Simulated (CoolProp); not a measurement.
Vapour-liquid equilibrium of hydrogen sulfide (1) + isobutane (2) at 8.44 bar; x and y are mole fractions of (1).

Values from CoolProp's multi-fluid Helmholtz-energy mixture model, Lemmon 2006 and Bücker 2006; pair parameters Kunz 2012.

Q: Give the bubble temperature and the first vapour's composition at x = 0.05, 0.575, 0.875. Is there an azeotrope?

A: x = 0.05: 322.3 K, y = 0.213; x = 0.575: 276.2 K, y = 0.871; x = 0.875: 269.1 K, y = 0.954. No azeotrope shows between x = 0.05 and 0.95.

Pair parameters are fitted to limited data, so mixtures are less certain than the pure fluids.
